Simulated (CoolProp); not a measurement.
The numbers come from the reference Helmholtz-energy equation of state, de Reuck 1993 in CoolProp.

Problem. For methanol, give the phase and the cv (kJ/(kg K)), viscosity (µPa s), conductivity (mW/(m K)) at 294.75 °C and 0.493 MPa; 294.75 °C and 6.36 MPa; 294.75 °C and 22.9 MPa.

Solution. 
- 294.75 °C and 0.493 MPa: gas; cv 1.81, viscosity 18.7, conductivity 48.6
- 294.75 °C and 6.36 MPa: gas; cv 2.52, viscosity 19.0, conductivity 62.1
- 294.75 °C and 22.9 MPa: supercritical; cv 3.39, viscosity 51.0, conductivity 159

Viscosity comes from a separate model (Xiang 2006). Thermal conductivity comes from a separate model (Sykioti 2013).
